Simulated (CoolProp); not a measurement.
Vapour-liquid equilibrium of R22 (1) + R123 (2) at 272.9 K; x and y are mole fractions of (1).

The numbers come from the multi-fluid Helmholtz-energy mixture model, Kamei 1995 and Younglove 1994; pair parameters Bell 2016 in CoolProp.

| x | bubble pressure (MPa) | y at the bubble point | dew pressure at overall composition x (MPa) | liquid density (mol/L) |
|---|---|---|---|---|
| 0.05 | 0.05311 | 0.416 | … | 10.17 |
| 0.15 | … | … | 0.03759 | 10.55 |
| 0.25 | 0.1446 | 0.824 | 0.04223 | 10.95 |
| 0.35 | 0.1922 | 0.883 | 0.04817 | … |
| 0.45 | 0.2393 | 0.918 | 0.05604 | 11.82 |
| 0.55 | 0.2856 | 0.942 | … | 12.29 |
| 0.65 | 0.3310 | 0.960 | 0.08327 | 12.80 |
| 0.75 | 0.3760 | 0.973 | 0.1100 | 13.33 |
| 0.85 | 0.4216 | … | 0.1622 | 13.90 |
| 0.95 | 0.4691 | 0.995 | 0.3045 | 14.51 |

**Question.** Complete the blanks.

**Answer.** 
- 0.05, dew pressure at overall composition x (MPa): 0.03387
- 0.15, bubble pressure (MPa): 0.09771
- 0.15, y at the bubble point: 0.711
- 0.35, liquid density (mol/L): 11.37
- 0.55, dew pressure at overall composition x (MPa): 0.06699
- 0.85, y at the bubble point: 0.985

No azeotrope shows between x = 0.05 and 0.95.

The pair parameters rest on a limited set of measurements; away from them the model extrapolates.
